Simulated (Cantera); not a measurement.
Input (Python, Cantera):

```python
import numpy as np
import cantera as ct

gas = ct.Solution("gri30.yaml")
gas.TPX = 1150, 500000, {'CH4': 0.022, 'O2': 0.043, 'N2': 1}
reactor = ct.IdealGasConstPressureReactor(gas, energy="off", clone=False)
net = ct.ReactorNet([reactor])
net.rtol, net.atol = 1e-08, 1e-18
show = ['CH4', 'O2', 'C2H4', 'CH2O', 'NO', 'C2H2']
times = np.geomspace(2e-06, 100, 13)

steps = ct.SolutionArray(gas, extra=["t"])
rows = []
print(f"{'t/s':>10s}{'T/K':>9s}{'P/Pa':>11s}" + "".join(f"{s:>11s}" for s in show))
for t in times:
    while net.time < t:
        t_next = net.step()
        steps.append(gas.state, t=t_next)
    rows.append([np.interp(t, steps.t, y) for y in (steps.T, steps.P, *steps(*show).X.T)])
    print(f"{t:10.3e}{rows[-1][0]:9.1f}{rows[-1][1]:11.4g}" + "".join(f"{x:11.3e}" for x in rows[-1][2:]))
rate = np.gradient(steps.T, steps.t)
print("integrator steps:", len(steps.t))
if steps.T.max() > steps.T[0] + 200:
    print(f"time of steepest temperature rise: {steps.t[rate.argmax()]:.4e} s")
gas.TPX = 1150, 500000, {'CH4': 0.022, 'O2': 0.043, 'N2': 1}
gas.equilibrate("TP")
print(f"equilibrium (TP): T = {gas.T:.1f} K  " + "  ".join(f"{s} {gas[s].X[0]:.3e}" for s in show))
```

It prints:

```
       t/s      T/K       P/Pa        CH4         O2       C2H4       CH2O         NO       C2H2
 2.000e-06   1150.0      5e+05  2.066e-02  4.038e-02  1.854e-20  1.137e-13  5.840e-24  3.099e-29
 8.762e-06   1150.0      5e+05  2.066e-02  4.038e-02  4.437e-18  2.231e-12  9.475e-23  3.447e-26
 3.839e-05   1150.0      5e+05  2.066e-02  4.038e-02  6.198e-16  4.369e-11  8.506e-22  2.316e-23
 1.682e-04   1150.0      5e+05  2.066e-02  4.038e-02  6.546e-14  8.896e-10  1.098e-20  1.113e-20
 7.368e-04   1150.0      5e+05  2.066e-02  4.038e-02  9.402e-12  2.257e-08  2.313e-19  7.549e-18
 3.228e-03   1150.0      5e+05  2.066e-02  4.037e-02  2.304e-09  7.969e-07  7.883e-18  1.718e-14
 1.414e-02   1150.0      5e+05  2.064e-02  4.036e-02  6.499e-08  9.143e-06  1.080e-16  4.909e-12
 6.196e-02   1150.0      5e+05  2.044e-02  4.023e-02  2.737e-06  8.431e-05  3.182e-15  1.270e-09
 2.714e-01   1150.0      5e+05  1.142e-10  8.735e-06  2.137e-17  9.211e-12  2.491e-08  1.208e-16
 1.189e+00   1150.0      5e+05  7.993e-11  1.212e-07  2.272e-17  2.496e-12  2.446e-08  1.399e-16
 5.210e+00   1150.0      5e+05  7.816e-11  1.150e-08  2.175e-17  2.185e-12  2.102e-08  1.381e-16
 2.283e+01   1150.0      5e+05  7.788e-11  1.664e-09  2.110e-17  2.110e-12  1.784e-08  1.339e-16
 1.000e+02   1150.0      5e+05  7.779e-11  1.536e-10  2.033e-17  2.083e-12  1.439e-08  1.280e-16
integrator steps: 3449
equilibrium (TP): T = 1150.0 K  CH4 7.617e-13  O2 4.326e-15  C2H4 1.646e-22  CH2O 2.060e-12  NO 2.067e-11  C2H2 1.026e-21
```

Model: GRI-Mech 3.0 (53 species, 325 reactions), integrated in Cantera. The temperature is held fixed by assumption; the heat of reaction is taken as removed at once.
